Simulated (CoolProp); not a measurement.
Values from CoolProp's reference Helmholtz-energy equation of state, Thol 2019.

### Question
For tetradecamethylhexasiloxane (MD4M), give the phase and the Z, speed of sound (m/s), isothermal compressibility (1/MPa), fugacity coefficient at 226.35 °C and 4.21 MPa.

### Answer
- 226.35 °C and 4.21 MPa: liquid; Z 0.663, speed of sound 497, isothermal compressibility 0.00645, fugacity coefficient 0.0198
